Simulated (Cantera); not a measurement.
SiH₄ + N₂ + H₂ (silicon nitride deposition)

Feed: 1 mol SiH₄, 45 mol N₂, 20 mol H₂, equilibrated at 0.0150 bar.

These are equilibrium values from Cantera (NASA tables, ideal gas, pure condensed phases), not measurements of a reactor. Candidate condensed phases: Si, Si₃N₄; 18 gas species. N₂ is the only nitrogen source here; it is nearly inert below about 1500 K, so the nitride shown seldom forms there in practice. The tables' values for SiN are old estimates; treat these amounts as uncertain. Gases not in the tables: Si₂H₆ and higher silanes. Equilibrium is a limit: real reactors are often held back by kinetics, nucleation or transport.

```
T (K)  log p N₂  log p H₂  log p H  log p Si  log p SiH  log p Si₂N  n Si₃N₄(s)  n Si(l)
-----  --------  --------  -------  --------  ---------  ----------  ----------  -------
848       -2.00     -2.30   -11.87      <-13       <-13        <-13       0.333        0
948       -2.00     -2.30   -10.43      <-13       <-13        <-13       0.333        0
1048      -2.00     -2.30    -9.26      <-13       <-13        <-13       0.333        0
1148      -2.00     -2.30    -8.30      <-13       <-13        <-13       0.333        0
1248      -2.00     -2.30    -7.48      <-13       <-13        <-13       0.333        0
1348      -2.00     -2.30    -6.79    -12.24     -12.58        <-13       0.333        0
1448      -2.00     -2.30    -6.19    -10.39     -10.94      -12.89       0.333        0
1548      -2.00     -2.30    -5.66     -8.78      -9.51      -10.84       0.333        0
1648      -2.00     -2.30    -5.20     -7.37      -8.26       -9.05       0.333        0
1748      -2.00     -2.30    -4.79     -6.13      -7.16       -7.47       0.332        0
1848      -2.00     -2.31    -4.43     -5.20      -6.36       -6.43           0    0.964
1948      -2.00     -2.31    -4.10     -4.63      -5.90       -6.02           0    0.874
2048      -2.00     -2.32    -3.81     -4.12      -5.50       -5.66           0    0.603
```
log p: log10 of the partial pressure in bar; n: condensed amount in mol.

From 848 K to 1748 K the condensed part is Si₃N₄(s). From 1848 K to 2048 K the condensed part is Si(l).
